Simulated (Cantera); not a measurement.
An adiabatic, constant-pressure homogeneous reactor starts with 8.70 % CH₃OH, 19.2 % O₂, 72.1 % N₂, equivalence ratio 0.68, at 1150 K and 210000 Pa.

Computed with Cantera and GRI-Mech 3.0 (53 species, 325 reactions). GRI-Mech 3.0 was tuned for natural gas; its chemistry of methanol as a main component is partial and can be far from experiment.

One state of this run: T (K) = 2432; x CH₃OH = <1e-12; x O₂ = 0.0549; x NO₂ = 6.86e-6; x C₂H₄ = <1e-12; x O = 0.00167; x H = 0.000573; x HCO = 1.10e-9. x: mole fraction; the columns are a selection and need not sum to one.

Question: Which value of t (s) does it belong to?
A. 2.00e-6
B. 0.169
C. 0.000582
D. 0.00993

Answer: B, 0.169
